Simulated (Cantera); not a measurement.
Input: 1 mol SiO2, 330 mol H2, 0.55 mol N2, at 0.0133 bar.

Equilibrium computed with Cantera from the NASA thermochemical tables; the gas is ideal and each condensed phase is pure. Candidate condensed phases: H2O, Si, SiO2, Si2N2O, Si3N4; 35 gas species. Equilibrium is a limit: real reactors are often held back by kinetics, nucleation or transport. All values below are at 1948 K.

Base state: H2 0.983, H 0.00970, SiO 0.00300, H2O 0.00300, N2 0.00165 (mole fractions); condensed: gas only.

### Question
What changes in the equilibrium state with this change: SiO2 replaced by V2O3?

### Answer
```tsv
species	before	after
H2	0.983	0.986
H	0.00970	0.00972
H2O	0.00300	0.00296
SiO	0.00300	0
VO	0	6.37e-5
VO2	0	5.26e-5
N2	0.00165	0.00166
VO(s), mol	0	1.96
```
VO: taken at fixed stoichiometry. Further candidate phases: V, VN, VO, V2O3, V2O4, V2O5.
